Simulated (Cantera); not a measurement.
A perfectly stirred reactor is fed with 6.35 % H₂, 83.6 % O₂, 10.0 % N₂, at 0.0158 atm; it is held at 1450 K, and followed from long to short residence time.

Model: GRI-Mech 3.0 (53 species, 325 reactions), integrated in Cantera. Radical loss at walls, strong at low pressure, is not modelled. The temperature is held fixed by assumption; the heat of reaction is taken as removed at once.

Q: Predict: x(H₂) at τ = 5.80 s; x(O₂) at τ = 5.80 s; x(OH) at τ = 5.80 s; x(H₂O₂) at τ = 5.80 s; x(NO) at τ = 5.80 s; x(H₂) at τ = 0.100 s; x(O₂) at τ = 0.100 s; x(OH) at τ = 0.100 s; x(H₂O₂) at τ = 0.100 s; x(NO) at τ = 0.100 s.

A: 
```json
{
  "x(H₂) at τ = 5.80 s": "7.01e-5",
  "x(O₂) at τ = 5.80 s": "0.828",
  "x(OH) at τ = 5.80 s": "0.00169",
  "x(H₂O₂) at τ = 5.80 s": "1.82e-8",
  "x(NO) at τ = 5.80 s": "2.76e-7",
  "x(H₂) at τ = 0.100 s": "0.000761",
  "x(O₂) at τ = 0.100 s": "0.810",
  "x(OH) at τ = 0.100 s": "0.00556",
  "x(H₂O₂) at τ = 0.100 s": "5.32e-8",
  "x(NO) at τ = 0.100 s": "2.45e-7"
}
```
